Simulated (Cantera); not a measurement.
**Dilute partial oxidation**

An isothermal, constant-pressure homogeneous reactor starts with 2.52 % CH4, 0.601 % O2, 96.9 % N2, at 1575 K and 15.0 bar.

Model: GRI-Mech 3.0 (53 species, 325 reactions), integrated in Cantera. GRI-Mech 3.0 stops at C3 and has no aromatics, soot or wall deposition, so with more carbon than oxygen in the feed, carbon stays in small species such as C2H2 where larger ones or solid carbon would form. The pressure lies above the range GRI-Mech 3.0 was tuned for (to about 10 atm).

```csv
t (s),x CH4,x O2,x N2O,x HCO,x CO2,x CH2CO
1.00e-6,0.0252,0.00601,<1e-12,<1e-12,<1e-12,<1e-12
4.38e-6,0.0252,0.00601,5.17e-12,<1e-12,2.34e-11,<1e-12
1.92e-5,0.0252,0.00601,5.05e-11,5.76e-12,1.30e-9,1.79e-12
8.41e-5,0.0251,0.00600,2.82e-10,1.60e-10,4.72e-8,1.04e-9
0.000368,0.0249,0.00594,1.46e-9,1.49e-9,6.21e-7,1.20e-7
0.00161,0.0229,0.00535,9.16e-9,6.07e-9,1.25e-5,1.09e-5
0.00707,0.0151,0.00119,1.30e-8,2.02e-9,0.000224,2.70e-5
0.0310,0.0110,9.78e-6,8.75e-11,1.10e-10,0.000347,6.57e-7
0.136,0.00615,<1e-12,<1e-12,1.31e-10,0.000410,4.37e-7
0.595,0.00310,<1e-12,<1e-12,1.76e-10,0.000366,4.11e-7
2.60,0.00291,<1e-12,<1e-12,2.59e-10,0.000302,2.37e-7
11.4,0.00294,<1e-12,<1e-12,3.93e-10,0.000101,6.93e-8
50.0,0.00293,<1e-12,<1e-12,4.46e-10,1.13e-6,3.05e-8
```
x: mole fraction; the columns are a selection and need not sum to one.

Equilibrium at this temperature and pressure: CH4 0.00103, O2 <1e-12, N2O <1e-12, HCO 4.63e-10, CO2 3.13e-8, CH2CO 9.79e-9 (gas phase only).
